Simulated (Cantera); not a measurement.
Charge: 1 mol MgO, 3.9 mol CH₄, 0.085 mol CO, equilibrated at 2298 K and 2.30 mbar.

Method: chemical equilibrium by Gibbs-energy minimisation in Cantera with the NASA 1993 tables (ideal gas, pure condensed phases). Candidate condensed phases: C, C₆H₆, C₇H₈, C₈H₁₈, H₂O, Mg, MgCO₃, MgO, Mg(OH)₂; 116 gas species. The tables' values for MgH are old estimates; treat these amounts as uncertain. The numbers say what is thermodynamically allowed, not how fast it happens.

Base state: H₂ 0.643, H 0.160, CO 0.101, Mg 0.0930, C₂H₂ (acetylene) 0.00275, MgH 6.52e-5, C₂H 3.08e-5 (mole fractions); condensed: C(graphite).

Problem. What changes in the equilibrium state with this change: temperature from 2298 K to 1625 K?

Solution. 
```tsv
species	before	after
H₂	0.643	0.788
CO	0.101	0.110
Mg	0.0930	0.101
H	0.160	0.00131
C₂H	3.08e-5	<1e-9
C₂H₂ (acetylene)	0.00275	2.80e-5
MgH	6.52e-5	5.04e-5
C(graphite), mol	2.84	2.90
```
